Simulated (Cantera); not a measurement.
Input: 1 mol SiC, 0.0085 mol H2O, 130 mol N2, held at 10.0 Torr.

These are equilibrium values from Cantera (NASA tables, ideal gas, pure condensed phases), not measurements of a reactor. Candidate condensed phases: C, C6H6, C7H8, C8H18, H2O, Si, SiC, SiO2, Si2N2O, Si3N4; 151 gas species. Kinetics and transport are ignored.

Task: At 1723 K, list the 6 most abundant gas species with their mole fractions, and the condensed phases.

Result: N2 1.000, H2 5.80e-5, CO 3.97e-5, SiO 2.57e-5, Si 1.49e-5, H 1.20e-5. Condensed: SiC(s).
